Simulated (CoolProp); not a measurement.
Vapour pressure (bar) of ammonia: the reference equation beside estimates from Tc = 405.6 K, pc = 113.6 bar, ω = 0.256. Clausius-Clapeyron is anchored at 294.9 K with a constant enthalpy of vaporisation of 20.08 kJ/mol.

Values from CoolProp's reference Helmholtz-energy equation of state, Gao 2020.

| T (K) | reference | Lee-Kesler | Clausius-Clapeyron | Redlich-Kwong | Peng-Robinson |
|---|---|---|---|---|---|
| 294.9 | 9.060 | 9.107 | 9.060 | 13.59 | 9.039 |
| 300.4 | 10.74 | ? | 10.53 | ? | 10.72 |
| 305.8 | 12.61 | ? | 12.13 | 18.06 | 12.60 |
| 311.3 | 14.76 | 14.90 | 13.95 | 20.67 | 14.76 |
| 316.7 | 17.13 | 17.30 | ? | 23.47 | 17.14 |
| 322.1 | 19.78 | 19.97 | 18.09 | 26.53 | 19.81 |
| 327.6 | 22.78 | 23.00 | 20.52 | 29.92 | 22.83 |
| 333 | 26.05 | 26.28 | ? | 33.53 | 26.12 |

**Question.** Some entries are withheld; supply them.

**Answer.** 
- 300.4, Lee-Kesler: 10.82
- 300.4, Redlich-Kwong: 15.73
- 305.8, Lee-Kesler: 12.72
- 316.7, Clausius-Clapeyron: 15.92
- 333, Clausius-Clapeyron: 23.13

Absolute difference from the reference over all 8 rows, mean and median: Lee-Kesler 0.9 and 0.9 %, Clausius-Clapeyron 6.0 and 6.3 %, Redlich-Kwong 38.9 and 38.5 %, Peng-Robinson 0.1 and 0.2 %.
